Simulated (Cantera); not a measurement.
A closed system holds: 1 mol CH₃SiCl₃, a varied amount of H₂, equilibrated at 2223.15 K and 680 Pa.

Equilibrium computed with Cantera from the NASA thermochemical tables; the gas is ideal and each condensed phase is pure. Candidate condensed phases: C, C₆H₆, C₇H₈, C₈H₁₈, Si, SiC; 109 gas species. The feed counts by its element totals alone. The tables' values for SiCl are old estimates; treat these amounts as uncertain. Gases not in the tables: Si₂H₆ and higher silanes. Equilibrium is a limit: real reactors are often held back by kinetics, nucleation or transport.

At 67 mol H₂, list the 5 most abundant gas species with their mole fractions, and the condensed phases.

H₂ 0.875, H 0.0727, HCl 0.0376, Si 0.00779, C₂H₂ (acetylene) 0.00254. Condensed: C(graphite) + SiC(s).
